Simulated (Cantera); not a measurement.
An adiabatic, constant-pressure homogeneous reactor starts with CH₄ : O₂ : N₂ = 1 : 4.55 : 38.6 (molar parts), equivalence ratio 0.44, at 1048 K and 470000 Pa.

Computed with Cantera and GRI-Mech 3.0 (53 species, 325 reactions).

Q: Predict: time of steepest temperature rise; temperature at 0.200 s; equilibrium temperature; x(O₂) at 0.200 s; x(H₂O₂) at 0.200 s.

A: 
```json
{
 "time_of_steepest_temperature_rise": "0.131 s",
 "temperature at 0.200 s": "1563 K",
 "equilibrium_temperature": "1561 K",
 "x(O₂) at 0.200 s": "0.0577 (gas-phase equilibrium 0.0573)",
 "x(H₂O₂) at 0.200 s": "6.97e-9 (gas-phase equilibrium 6.86e-9)"
}
```
